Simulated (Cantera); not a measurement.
An adiabatic, constant-volume homogeneous reactor starts with CH4 : O2 : N2 = 1 : 1.33 : 5.01 (molar parts), at 1575 K and 29000 Pa. Integrator tolerance rtol = 1e-08.

Computed with Cantera and GRI-Mech 3.0 (53 species, 325 reactions).

Task: What does this change do: pressure from 29000 Pa to 74000 Pa?

Result: 
| quantity | before | after |
|---|---|---|
| time of steepest temperature rise | 1.70 ms | 0.796 ms |
| temperature at 5.00 s | 2824 K | 2909 K |
| equilibrium temperature | 2824 K | 2909 K |
| x(CH4) at 5.00 s | <1e-12 (gas-phase equilibrium <1e-12) | <1e-12 (gas-phase equilibrium <1e-12) |
| x(O2) at 5.00 s | 0.00348 (gas-phase equilibrium 0.00348) | 0.00269 (gas-phase equilibrium 0.00269) |
| x(OH) at 5.00 s | 0.0173 (gas-phase equilibrium 0.0173) | 0.0159 (gas-phase equilibrium 0.0159) |
| x(H2O2) at 5.00 s | 8.36e-8 (gas-phase equilibrium 8.36e-8) | 1.41e-7 (gas-phase equilibrium 1.41e-7) |
| x(NO2) at 5.00 s | 2.80e-7 (gas-phase equilibrium 2.80e-7) | 3.66e-7 (gas-phase equilibrium 3.66e-7) |
| x(NO) at 5.00 s | 0.00429 (gas-phase equilibrium 0.00429) | 0.00424 (gas-phase equilibrium 0.00424) |

Task: What does this change do: 0.72 parts H2O added?

Result: 
```
quantity                                                            before                                    after
---------------------------------  ---------------------------------------  ---------------------------------------
time of steepest temperature rise                                  1.70 ms                                  1.94 ms
temperature at 5.00 s                                               2824 K                                   2735 K
equilibrium temperature                                             2824 K                                   2735 K
x(CH4) at 5.00 s                     <1e-12 (gas-phase equilibrium <1e-12)    <1e-12 (gas-phase equilibrium <1e-12)
x(O2) at 5.00 s                    0.00348 (gas-phase equilibrium 0.00348)  0.00344 (gas-phase equilibrium 0.00344)
x(OH) at 5.00 s                      0.0173 (gas-phase equilibrium 0.0173)    0.0167 (gas-phase equilibrium 0.0167)
x(H2O2) at 5.00 s                  8.36e-8 (gas-phase equilibrium 8.36e-8)  1.00e-7 (gas-phase equilibrium 1.00e-7)
x(NO2) at 5.00 s                   2.80e-7 (gas-phase equilibrium 2.80e-7)  2.46e-7 (gas-phase equilibrium 2.46e-7)
x(NO) at 5.00 s                    0.00429 (gas-phase equilibrium 0.00429)  0.00362 (gas-phase equilibrium 0.00362)
```

Task: What does this change do: pressure from 29000 Pa to 2200000 Pa?

Result: 
| quantity | before | after |
|---|---|---|
| time of steepest temperature rise | 1.70 ms | 51.8 µs |
| temperature at 5.00 s | 2824 K | 3173 K |
| equilibrium temperature | 2824 K | 3173 K |
| x(CH4) at 5.00 s | <1e-12 (gas-phase equilibrium <1e-12) | 2.12e-10 (gas-phase equilibrium 2.41e-10) |
| x(O2) at 5.00 s | 0.00348 (gas-phase equilibrium 0.00348) | 0.000622 (gas-phase equilibrium 0.000622) |
| x(OH) at 5.00 s | 0.0173 (gas-phase equilibrium 0.0173) | 0.00854 (gas-phase equilibrium 0.00854) |
| x(H2O2) at 5.00 s | 8.36e-8 (gas-phase equilibrium 8.36e-8) | 6.34e-7 (gas-phase equilibrium 6.34e-7) |
| x(NO2) at 5.00 s | 2.80e-7 (gas-phase equilibrium 2.80e-7) | 5.51e-7 (gas-phase equilibrium 5.51e-7) |
| x(NO) at 5.00 s | 0.00429 (gas-phase equilibrium 0.00429) | 0.00281 (gas-phase equilibrium 0.00281) |
The pressure lies above the range GRI-Mech 3.0 was tuned for (to about 10 atm). Above 3000 K some thermodynamic fits are extrapolated.
